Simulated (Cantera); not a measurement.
# Thermodynamics of silicon nitride deposition, feed trisilylamine + N2 + H2 + NH3

A closed system holds: 1 mol trisilylamine, 18 mol N2, 1.9 mol H2, 0.72 mol NH3, equilibrated at 1825 °C and 0.458 Torr.

Cantera equilibrium calculation (NASA polynomials, part measured and part estimated; ideal gas, pure solids and liquids). Candidate condensed phases: Si, Si3N4; 18 gas species. The feed counts by its element totals alone. The tables' values for SiN are old estimates; treat these amounts as uncertain. Gases not in the tables: Si2H6 and higher silanes. Rates play no part.

```json
{
  "x(N2)": "0.625",
  "x(H2)": "0.218",
  "x(Si)": "0.0967",
  "x(H)": "0.0582",
  "x(SiH)": "0.000608",
  "x(Si2)": "0.000566",
  "x(SiN)": "0.000393",
  "x(Si2N)": "0.000214",
  "x(Si3)": "5.23e-5",
  "gas_amount": "30.17 mol",
  "log10 activity of Si(l) (absent)": "-0.35"
}
```
